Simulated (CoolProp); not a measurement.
Vapour-liquid equilibrium of benzene (1) + octamethylcyclotetrasiloxane (D4) (2) at 0.0129 MPa; x and y are mole fractions of (1).

Model: multi-fluid Helmholtz-energy mixture model, Thol 2012 and Thol 2015; pair parameters Bell 2016, in CoolProp.

```json
[
 {"x": "0.05", "bubble temperature (°C)": "94.4", "y at the bubble point": "0.488", "dew temperature at overall composition x (°C)": "108.5", "liquid density (mol/L)": "3.059"},
 {"x": "0.2", "bubble temperature (°C)": "63.1", "y at the bubble point": "0.906", "dew temperature at overall composition x (°C)": "104.4", "liquid density (mol/L)": "3.648"},
 {"x": "0.35", "bubble temperature (°C)": "47.8", "y at the bubble point": "0.968", "dew temperature at overall composition x (°C)": "99.7", "liquid density (mol/L)": "4.310"},
 {"x": "0.5", "bubble temperature (°C)": "39.6", "y at the bubble point": "0.985", "dew temperature at overall composition x (°C)": "93.9", "liquid density (mol/L)": "5.130"},
 {"x": "0.65", "bubble temperature (°C)": "34.3", "y at the bubble point": "0.992", "dew temperature at overall composition x (°C)": "86.5", "liquid density (mol/L)": "6.220"},
 {"x": "0.8", "bubble temperature (°C)": "30.2", "y at the bubble point": "0.996", "dew temperature at overall composition x (°C)": "75.8", "liquid density (mol/L)": "7.759"},
 {"x": "0.95", "bubble temperature (°C)": "26.5", "y at the bubble point": "0.999", "dew temperature at overall composition x (°C)": "53.8", "liquid density (mol/L)": "10.10"}
]
```

No azeotrope shows between x = 0.05 and 0.95.

The pair parameters rest on a limited set of measurements; away from them the model extrapolates. The gap from Raoult's law changes sign with composition, which may be real or a fault of the pair parameters; it wasn't checked against measurements.
